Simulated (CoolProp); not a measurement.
A simple Rankine cycle with methanol: condensing at 297.15 K, boiler at 0.0839 MPa, turbine inlet 334.9 K, turbine efficiency 0.75, pump efficiency 0.6, no recuperator. Each further row changes one setting.

Model: reference Helmholtz-energy equation of state, de Reuck 1993, in CoolProp.

```tsv
case	thermal efficiency (%)	net work (kJ/kg)	heat in (kJ/kg)	turbine exit temperature (K)	volume ratio over the turbine
as stated	7.8	94.0	1210	297.2	4.50
turbine inlet 354.9 K	7.8	98.9	1260	297.2	4.32
condensing temperature 289.15 K	9.4	116	1230	289.1	6.69
boiler pressure 0.0587 MPa	6.1	75.4	1230	297.2	3.18
turbine efficiency 0.65	6.7	81.5	1210	297.2	4.55
```

The expansion ends wet for: as stated; turbine inlet 354.9 K; condensing temperature 289.15 K; boiler pressure 0.0587 MPa; turbine efficiency 0.65.
